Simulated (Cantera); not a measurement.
Stirred combustor or abatement burner

A perfectly stirred reactor is fed with CH₄ : C₂H₆ : C₃H₈ : O₂ : N₂ : CO₂ : H₂ = 1 : 0.078 : 0.049 : 2.29 : 8.61 : 2 : 0.073 (molar parts), equivalence ratio 1.1, at 255 Torr; it is adiabatic with a 600 K inlet, and is followed from long to short residence time, starting on the burning branch (τ in s: 0.47, 0.22, 0.1, 0.046, 0.021, 0.0099, 0.0046, 0.0021, 0.00098, 0.00045, 0.00021, 9.7e-05).

Detailed kinetics in Cantera: GRI-Mech 3.0 (53 species, 325 reactions).

```
τ (s)    T (K)     x CH₄   x C₂H₆   x C₃H₈   x H₂O   x C₂H₄    x CO
-------  -----  --------  -------  -------  ------  -------  ------
0.47      2060   2.73e-6  2.54e-8  1.47e-8   0.165  1.38e-7  0.0365
0.22      2041   4.43e-6  5.09e-8  2.87e-8   0.164  2.45e-7  0.0383
0.10      2014   7.41e-6  1.03e-7  5.64e-8   0.162  4.31e-7  0.0407
0.046     1980   1.26e-5  2.03e-7  1.08e-7   0.160  7.25e-7  0.0436
0.021     1939   2.22e-5  3.95e-7  2.04e-7   0.158  1.19e-6  0.0469
0.0099    1896   3.96e-5  7.47e-7  3.77e-7   0.155  1.92e-6  0.0501
0.0046    1850   7.48e-5  1.45e-6  7.20e-7   0.152  3.20e-6  0.0532
0.0021    1804  0.000151  2.96e-6  1.45e-6   0.150  5.77e-6  0.0560
0.00098   1762  0.000322  6.31e-6  3.05e-6   0.147  1.15e-5  0.0587
0.00045   1716  0.000810  1.58e-5  7.53e-6   0.144  2.98e-5  0.0620
0.00021    600    0.0709  0.00553  0.00348  <1e-12   <1e-12  <1e-12
9.7e-5     600    0.0709  0.00553  0.00348  <1e-12   <1e-12  <1e-12
```
x: mole fraction; the columns are a selection and need not sum to one.
